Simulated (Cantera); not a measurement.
An isothermal, constant-pressure homogeneous reactor starts with CH₄ : H₂O : H₂ = 1 : 0.91 : 0.13 (molar parts), at 1348 K and 9.87 atm.

Model: GRI-Mech 3.0 (53 species, 325 reactions), integrated in Cantera.

x: mole fraction; the columns are a selection and need not sum to one.

```tsv
t (s)	x CH₄	x H₂O	x H₂	x CO₂	x CH₂CO	x H
5.00e-5	0.490	0.446	0.0637	<1e-12	<1e-12	(withheld)
0.000168	0.490	0.446	0.0637	<1e-12	<1e-12	4.53e-8
0.000561	0.490	0.446	0.0637	<1e-12	<1e-12	4.85e-8
0.00188	0.490	0.446	0.0638	<1e-12	<1e-12	5.09e-8
0.00630	0.490	0.446	0.0640	2.56e-11	1.40e-11	(withheld)
0.0211	0.488	0.446	0.0649	1.82e-9	1.50e-9	(withheld)
0.0707	0.484	0.445	0.0685	6.01e-8	6.84e-8	(withheld)
0.237	0.469	0.442	0.0815	1.06e-6	7.50e-7	(withheld)
0.794	0.427	0.432	0.117	2.11e-5	2.66e-6	(withheld)
2.66	0.378	0.419	0.160	0.000494	4.08e-6	2.87e-7
8.91	0.376	0.405	0.173	0.00388	3.28e-6	3.07e-7
29.8	0.374	0.375	0.201	0.0114	1.81e-6	3.30e-7
100	0.354	0.323	0.258	0.0197	7.23e-7	(withheld)
```

Problem. What belongs in the gaps?

Solution. 
- 5.00e-5, x H: 2.38e-8
- 0.00630, x H: 5.71e-8
- 0.0211, x H: 6.74e-8
- 0.0707, x H: 7.53e-8
- 0.237, x H: 9.22e-8
- 0.794, x H: 1.55e-7
- 100, x H: 3.73e-7
